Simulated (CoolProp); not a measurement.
Properties of carbonyl sulfide along the isobar 794 kPa.

Computed with CoolProp (reference Helmholtz-energy equation of state, Lemmon 2006). It is a short technical equation, of lower accuracy than the large ones.

```csv
T (°C),phase,Z,cv (kJ/(kg K)),speed of sound (m/s),Joule-Thomson coefficient (K/MPa),isothermal compressibility (1/MPa),expansivity (1/kK)
-12.65,liquid,0.02020,0.7017,858.9,-0.3094,0.002200,2.230
5.15,liquid,0.01973,0.7032,770.8,-0.2137,0.002958,2.557
22.95,gas,0.9029,0.5881,211.9,21.90,1.410,4.646
40.75,gas,0.9205,0.5925,220.3,18.61,1.377,4.111
58.65,gas,0.9339,0.5998,228.1,16.08,1.354,3.716
76.45,gas,0.9443,0.6082,235.3,14.09,1.338,3.409
94.25,gas,0.9525,0.6171,242.2,12.48,1.325,3.160
112.05,gas,0.9593,0.6261,248.7,11.16,1.315,2.951
129.85,gas,0.9648,0.6349,255.0,10.04,1.307,2.774
```
